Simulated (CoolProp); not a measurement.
Model: reference Helmholtz-energy equation of state, Lemmon 2016, in CoolProp.

Q: For R365MFC, give the phase and the Z, cp (kJ/(kg K)), cv (kJ/(kg K)), speed of sound (m/s) at 107.95 °C and 45.7 bar; 167.45 °C and 45.7 bar; 211.95 °C and 45.7 bar.

A: 
- 107.95 °C and 45.7 bar: liquid; Z 0.198, cp 1.55, cv 1.17, speed of sound 470
- 167.45 °C and 45.7 bar: liquid; Z 0.210, cp 1.84, cv 1.27, speed of sound 260
- 211.95 °C and 45.7 bar: supercritical; Z 0.409, cp 3.71, cv 1.45, speed of sound 93.1
